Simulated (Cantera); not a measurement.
An adiabatic, constant-volume homogeneous reactor starts with 43.3 % CO, 6.92 % H₂, 10.5 % O₂, 39.3 % N₂, equivalence ratio 2.4, at 1725 K and 2.10 bar.

Detailed kinetics in Cantera: GRI-Mech 3.0 (53 species, 325 reactions). The hydrogen kinetics of GRI-Mech 3.0 are dated; newer H2 mechanisms differ, most at raised pressure. Above 3000 K some thermodynamic fits are extrapolated.

**Question.** Predict: time of steepest temperature rise; temperature at 4.00 s; equilibrium temperature; x(CO) at 4.00 s; x(H₂) at 4.00 s; x(O₂) at 4.00 s; x(CO₂) at 4.00 s; x(N₂O) at 4.00 s; x(NO) at 4.00 s.

**Answer.** 
| Item | Result |
|---|---|
| time of steepest temperature rise | 6.82 µs |
| temperature at 4.00 s | 3058 K |
| equilibrium temperature | 3058 K |
| x(CO) at 4.00 s | 0.332 (gas-phase equilibrium 0.332) |
| x(H₂) at 4.00 s | 0.0152 (gas-phase equilibrium 0.0152) |
| x(O₂) at 4.00 s | 0.00819 (gas-phase equilibrium 0.00819) |
| x(CO₂) at 4.00 s | 0.136 (gas-phase equilibrium 0.136) |
| x(N₂O) at 4.00 s | 5.72e-7 (gas-phase equilibrium 5.72e-7) |
| x(NO) at 4.00 s | 0.00742 (gas-phase equilibrium 0.00742) |
